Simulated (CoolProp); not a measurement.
Octamethylcyclotetrasiloxane (D4) at several states: fugacity coefficient from the reference equation and from simpler models built on Tc = 586.5 K, pc = 1347 kPa, ω = 0.598; each cubic takes its own stable root.

The numbers come from the reference Helmholtz-energy equation of state, Thol 2015 in CoolProp.

| T (K) | p (kPa) | phase | reference |
|---|---|---|---|
| 509.5 | 157 | gas | 0.9309 |
| 436.9 | 13.6 | gas | 0.9894 |
| 546 | 649 | gas | 0.7801 |
| 488.7 | 40.6 | gas | 0.9791 |

Question: How far does each simpler model (van der Waals, Soave-Redlich-Kwong) lie from the reference over these 4 states: mean and median of the absolute difference, and the worst?

Answer: 
- van der Waals: mean 2.5 %, median 1.5 %, worst +6.5 % at 546 K and 649 kPa
- Soave-Redlich-Kwong: mean 0.4 %, median 0.2 %, worst +1.0 % at 546 K and 649 kPa
